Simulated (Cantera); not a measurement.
Charge: 1 mol B2H6, a varied amount of NH3, 6.4 mol H2, at 0.0120 bar.

These are equilibrium values from Cantera (NASA tables, ideal gas, pure condensed phases), not measurements of a reactor. Candidate condensed phases: B, BN; 15 gas species. The feed counts by its element totals alone. Mutual solubility and eutectic melting of coexisting phases are not modelled. The numbers say what is thermodynamically allowed, not how fast it happens.

Task: What condenses at these points (T in °C, n(NH3) in mol): (1950, 1.6); (1800, 1.3); (2100, 1.9); (1950, 0.72); (900, 1.9); (900, 2.4)?

Result: 
| T (°C) | n(NH3) in mol | condensed phases | B condensed (%) |
|---|---|---|---|
| 1950 | 1.6 | B | 98.9 |
| 1800 | 1.3 | B + BN | 99.6 |
| 2100 | 1.9 | B | 96.9 |
| 1950 | 0.72 | B | 99.1 |
| 900 | 1.9 | B + BN | 100.0 |
| 900 | 2.4 | BN | 100.0 |
